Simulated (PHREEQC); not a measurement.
Dissolve 2.2 mmol/kgw HF, 38 mmol/kgw H2SiF6, 190 mmol/kgw HBF4 and 74 mmol/kgw HCl at 20 °C. Closed to the air; pH follows from the charge balance.

The numbers come from PHREEQC with the ion-association model, wateq4f.dat.

Each row changes one thing in this solution. No solid was allowed to form.

```
case                                  pH  ionic strength (mol/kgw)  HF (mol/kgw)  H2F2 (mol/kgw)  F- (mol/kgw)  H4SiO4 (mol/kgw)  SI of Quartz (SiO2)
----------------------------------  ----  ------------------------  ------------  --------------  ------------  ----------------  -------------------
as made                             0.58                     0.374        0.0176         0.00105       8.13e-5           3.06e-5                -0.41
HBF4 left out                       0.93                     0.185       0.00817             [?]       7.33e-5           0.00108                +1.11
0.2 mol/kgw Zn(NO3)2 added          0.60                     0.963        0.0149        0.000864       9.23e-5           2.03e-5                -0.52
H2SiF6 from 0.038 to 0.019 mol/kgw  0.63                     0.318        0.0175         0.00103       8.77e-5           1.45e-5                -0.74
diluted 5-fold with water           1.26                    0.0735        0.0101        0.000325      0.000173           2.18e-5                -0.60
temperature from 20 to 10 °C        0.58                     0.375           [?]         0.00109       8.19e-5           1.05e-5                -0.72
HCl from 0.074 to 0.0814 mol/kgw    0.57                     0.382        0.0176         0.00105       8.00e-5           3.10e-5                -0.41
diluted 2-fold with water           0.87                     0.186        0.0141        0.000643      0.000112           2.71e-5                -0.49
```

Problem. Fill in the missing entries.

Solution. 
- HBF4 left out, H2F2 (mol/kgw): 0.000217
- temperature from 20 to 10 °C, HF (mol/kgw): 0.0151

The ionic strength passes 0.7 mol/kgw, the rough limit of the ion-association models, in 0.2 mol/kgw Zn(NO3)2 added. Complexes and solids missing from the database can't appear. Some of these states are supersaturated (in Quartz (slow to form), Chalcedony (slow to form), for instance). Away from 25 °C the constants follow the database's enthalpies or fits; those with neither stay at their 25 °C values. SiF6-2 is the database's only silicon fluoride. Real BF4- forms and hydrolyses slowly; the run takes it at equilibrium.
